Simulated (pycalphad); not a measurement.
Computed with pycalphad from the COST 507 light-alloy database (1999), at 1 atm. The data set is of 1999 and partly superseded. Amounts are mole fractions of atoms.

**Question.** Give the equilibrium state of Al-5.56C (wt.%) at 877 °C.

**Answer.** 
```
T = 1150.00 K, P = 101325 Pa, N = 1 mol of atoms
G = -55827 J/mol, H = 22763 J/mol, S = 68.34 J/(mol K)  (SER reference)
chemical potentials (J/mol): Al -54059, C -69197
phase             fraction      x(Al)       x(C)
LIQUID              0.7275     1.0000   2.78e-07
AL4C3               0.2725     0.5714     0.4286
```

**Question.** Give the equilibrium state of Al-5.56C (wt.%) at 327 °C.

**Answer.** 
```
T = 600.00 K, P = 101325 Pa, N = 1 mol of atoms
G = -25771 J/mol, H = -1107 J/mol, S = 41.11 J/(mol K)  (SER reference)
chemical potentials (J/mol): Al -19990, C -69485
phase             fraction      x(Al)       x(C)
FCC_A1              0.7275     1.0000   1.02e-14
AL4C3               0.2725     0.5714     0.4286
```

Database names, with the compositions (at.%) that they take in these runs: AL4C3: Al 57 C 43. FCC_A1 is fcc.
